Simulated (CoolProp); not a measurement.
Model: reference Helmholtz-energy equation of state, Lemmon 2006, in CoolProp. It is a short technical equation, of lower accuracy than the large ones.

Task: For C3F8 (R218), give the phase and the cv (kJ/(kg K)), Prandtl number at 269.8 K and 9.74 bar; 175.8 K and 19.1 bar; 405.7 K and 1.11 bar.

Result: 
- 269.8 K and 9.74 bar: liquid; cv 0.744, Prandtl number 5.20
- 175.8 K and 19.1 bar: liquid; cv 0.574, Prandtl number 17.4
- 405.7 K and 1.11 bar: gas; cv 0.891, Prandtl number 0.728

Viscosity comes from a separate model (Huber 2003), an estimate that may be off by 10 % or more. Thermal conductivity comes from a separate model (Huber 2003), an estimate that may be off by 10 % or more.
